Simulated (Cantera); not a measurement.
Cantera with NASA thermochemical tables; ideal gases at 1 bar, condensed phases pure. Values are per mole of reaction as written; species without (g) are pure solids or liquids, kept so even where they would boil at 1 bar.

P₄(g) = 2 P₂(g)

```json
[
 {"T (K)": "548", "ΔH° (kJ)": "226.9", "ΔS° (J/K)": "152.8", "ΔG° (kJ)": "143.2", "log10 K": "-13.65"},
 {"T (K)": "573", "ΔH° (kJ)": "[?]", "ΔS° (J/K)": "[?]", "ΔG° (kJ)": "[?]", "log10 K": "[?]"},
 {"T (K)": "598", "ΔH° (kJ)": "226.6", "ΔS° (J/K)": "152.2", "ΔG° (kJ)": "135.6", "log10 K": "-11.84"},
 {"T (K)": "623", "ΔH° (kJ)": "226.4", "ΔS° (J/K)": "151.9", "ΔG° (kJ)": "131.8", "log10 K": "-11.05"},
 {"T (K)": "648", "ΔH° (kJ)": "[?]", "ΔS° (J/K)": "[?]", "ΔG° (kJ)": "[?]", "log10 K": "[?]"},
 {"T (K)": "673", "ΔH° (kJ)": "226.0", "ΔS° (J/K)": "151.3", "ΔG° (kJ)": "124.2", "log10 K": "-9.64"}
]
```

Question: Fill in the missing entries.

Answer: 
- 573, ΔH° (kJ): 226.7
- 573, ΔS° (J/K): 152.5
- 573, ΔG° (kJ): 139.4
- 573, log10 K: -12.70
- 648, ΔH° (kJ): 226.2
- 648, ΔS° (J/K): 151.6
- 648, ΔG° (kJ): 128.0
- 648, log10 K: -10.31
